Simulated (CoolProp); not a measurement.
Vapour-liquid equilibrium of toluene (1) + p-xylene (2) at 437.8 K; x and y are mole fractions of (1).

The numbers come from the multi-fluid Helmholtz-energy mixture model, Lemmon 2006 and Zhou 2012; pair parameters Bell 2016 in CoolProp.

```
x     bubble pressure (MPa)  y at the bubble point  dew pressure at overall composition x (MPa)  liquid density (mol/L)
----  ---------------------  ---------------------  -------------------------------------------  ----------------------
0.05                 0.2041                  0.089                                       0.2001                   6.883
0.15                 0.2223                  0.246                                       0.2109                   6.972
0.25                 0.2408                      ?                                       0.2228                   7.063
0.35                 0.2593                      ?                                       0.2363                   7.156
0.45                 0.2779                  0.601                                       0.2513                       ?
0.55                 0.2964                      ?                                       0.2684                   7.348
0.65                 0.3148                  0.771                                            ?                   7.447
0.75                 0.3332                  0.844                                       0.3097                   7.549
0.85                 0.3516                      ?                                       0.3349                   7.654
0.95                 0.3699                  0.971                                       0.3635                   7.762
```

Problem. Fill in the missing entries.

Solution. 
- 0.25, y at the bubble point: 0.381
- 0.35, y at the bubble point: 0.498
- 0.45, liquid density (mol/L): 7.251
- 0.55, y at the bubble point: 0.691
- 0.65, dew pressure at overall composition x (MPa): 0.2877
- 0.85, y at the bubble point: 0.910

No azeotrope shows between x = 0.05 and 0.95.

The pair parameters rest on a limited set of measurements; away from them the model extrapolates.
